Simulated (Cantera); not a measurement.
Input: 1 mol FeS, 280 mol H₂, 0.29 mol H₂O, equilibrated at 475 °C and 46.0 Pa.

Cantera equilibrium calculation (NASA polynomials, part measured and part estimated; ideal gas, pure solids and liquids). Candidate condensed phases: Fe, FeO, Fe(OH)₂, Fe(OH)₃, FeS, FeSO₄, FeS₂, Fe₂O₃, Fe₂(SO₄)₃, Fe₃O₄, H₂O, H₂SO₄, S; 22 gas species. FeS: taken at fixed stoichiometry. The numbers say what is thermodynamically allowed, not how fast it happens.

Base state: H₂ 0.999, H₂O 0.00103, H₂S 7.70e-5 (mole fractions); condensed: Fe(α) + FeS(s).

**Question.** What changes in the equilibrium state with this change: temperature from 475 °C to 1077 °C?

**Answer.** 
```tsv
species	before	after
H₂	0.999	0.996
H₂S	7.70e-5	0.00288
H₂O	0.00103	0.00103
S₂	<1e-9	0.000274
SH	<1e-9	0.000138
H	<1e-9	0.000111
Fe(α), mol	0.0216	0
FeS(s), mol	0.978	0
Fe(γ), mol	0	0.997
```

**Question.** What changes in the equilibrium state with this change: temperature from 475 °C to 650 °C?

**Answer.** 
```json
[
 {"species": "H₂", "before": "0.999", "after": "0.998"},
 {"species": "H₂O", "before": "0.00103", "after": "0.00103"},
 {"species": "H₂S", "before": "7.70e-5", "after": "0.000571"},
 {"species": "Fe(α), mol", "before": "0.0216", "after": "0.160"},
 {"species": "FeS(s), mol", "before": "0.978", "after": "0.840"}
]
```
